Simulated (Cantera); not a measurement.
What does this Cantera script print?

```python
import numpy as np
import cantera as ct

gas_names = """
    H HO2 H2 H2O H2O2 O OH O2 O3 Pb PbO Pb2
""".split()
cond_names = """
    H2O(s) H2O(L) Pb(cr) Pb(L) PbO(rd) PbO(yw) PbO(L) PbO2(s) Pb3O4(s)
""".split()


# ... load() reads the species with a 1 bar reference pressure and builds the phases ...
atoms = {
    'PbO': {'Pb': 1, 'O': 1},
    'H2': {'H': 2},
    'H2O': {'H': 2, 'O': 1},
}
top_T = {'Pb3O4(s)': 820}  # K; cautious upper limits of use, not melting points


# ... equilibrate(T, P, feed) seeds the gas with the atoms and calls Mixture.equilibrate('TP', solver="vcs", rtol=1e-11, max_steps=5000) ...
results = []
feed = {'PbO': 1, 'H2': 0.58, 'H2O': 0.063}  # mol
T = 1098  # K
P = 530  # Pa
mix = equilibrate(T, P, feed)
results.append((T, P, feed, dict(zip(mix.species_names, mix.species_moles))))
print(gas.report(threshold=0.0001))
for i in range(1, mix.n_phases):
    print(f"{mix.phase(i).name:16s} {mix.phase_moles(i):12.5e} mol")
```

Result:

```
       temperature   1098 K
          pressure   530 Pa
           density   0.0013009 kg/m^3
  mean mol. weight   22.408 kg/kmol
   phase of matter   gas

                          1 kg             1 kmol
                     ---------------   ---------------
          enthalpy       -9.0138e+06       -2.0198e+08  J
   internal energy       -9.4212e+06       -2.1111e+08  J
           entropy             12517        2.8048e+05  J/K
    Gibbs function       -2.2757e+07       -5.0995e+08  J
 heat capacity c_p            1880.6             42141  J/K
 heat capacity c_v            1509.6             33827  J/K

                      mass frac. Y      mole frac. X     chem. pot. / RT
                     ---------------   ---------------   ---------------
                H2        1.8015e-05        0.00020025           -31.499
               H2O           0.78517           0.97665           -56.917
                Pb           0.20378          0.022039           -10.204
               PbO          0.011022         0.0011065           -35.622
     [   +8 minor]        4.9351e-06        3.7717e-07

Pb(L)             5.65361e-01 mol
PbO(yw)           4.19403e-01 mol
PbO2(s)           0.00000e+00 mol
```

These are equilibrium values from Cantera (NASA tables, ideal gas, pure condensed phases), not measurements of a reactor. Mutual solubility and eutectic melting of coexisting phases are not modelled.
